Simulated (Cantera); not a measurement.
Feed: 1 mol Pb, 0.29 mol N2, held at 4.20 mbar.

Method: chemical equilibrium by Gibbs-energy minimisation in Cantera with the NASA 1993 tables (ideal gas, pure condensed phases). Candidate condensed phases: Pb; 4 gas species. Rates play no part.

log p: log10 of the partial pressure in bar; n: condensed amount in mol.

```csv
T (°C),log p N2,log p Pb,log p Pb2,n Pb(l)
477,-2.38,-8.02,<-14,1.000
577,-2.38,-6.50,[?],1.000
677,-2.38,-5.30,[?],1.000
777,-2.38,-4.33,[?],0.997
877,-2.41,-3.54,[?],0.979
977,-2.54,-2.87,[?],0.865
1077,-3.02,-2.49,[?],0
1177,-3.02,-2.49,[?],0
1277,-3.02,-2.49,[?],0
```

Problem. Fill in the missing entries.

Solution. 
- 577, log p Pb2: -13.15
- 677, log p Pb2: -11.14
- 777, log p Pb2: -9.53
- 877, log p Pb2: -8.20
- 977, log p Pb2: -7.09
- 1077, log p Pb2: -6.51
- 1177, log p Pb2: -6.67
- 1277, log p Pb2: -6.81
